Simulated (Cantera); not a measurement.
Input: 1 mol Si₃N₄, 3.6 mol N₂O, 9.5 mol N₂, 0.52 mol H₂O, held at 0.0323 Torr.

Method: chemical equilibrium by Gibbs-energy minimisation in Cantera with the NASA 1993 tables (ideal gas, pure condensed phases). Candidate condensed phases: H₂O, Si, SiO₂, Si₂N₂O, Si₃N₄; 35 gas species. Mutual solubility and eutectic melting of coexisting phases are not modelled. The tables hold silica as quartz up to 1696 K and as liquid above; real silica turns to tridymite and cristobalite and melts near 1996 K. Equilibrium is a limit: real reactors are often held back by kinetics, nucleation or transport.

Task: Which condensed phases are stable at each of these points (T (K)): 1073, 1123, 1173, 1223, 1273, 1323, 1373, 1423, 1473, 1523, 1573, 1623?

Result: 
```tsv
T (K)	condensed phases	Si condensed (%)
1073	SiO₂(β-quartz) + Si₂N₂O(s)	100.0
1123	SiO₂(β-quartz) + Si₂N₂O(s)	100.0
1173	SiO₂(β-quartz) + Si₂N₂O(s)	100.0
1223	SiO₂(β-quartz) + Si₂N₂O(s)	99.9
1273	SiO₂(β-quartz) + Si₂N₂O(s)	99.4
1323	SiO₂(β-quartz) + Si₂N₂O(s)	96.6
1373	SiO₂(β-quartz) + Si₂N₂O(s)	80.9
1423	SiO₂(β-quartz)	37.3
1473	SiO₂(β-quartz)	37.3
1523	SiO₂(β-quartz)	37.3
1573	SiO₂(β-quartz)	37.3
1623	SiO₂(β-quartz)	37.2
```

From 1073 K to 1373 K the condensed part is SiO₂(β-quartz) + Si₂N₂O(s). From 1423 K to 1623 K the condensed part is SiO₂(β-quartz).
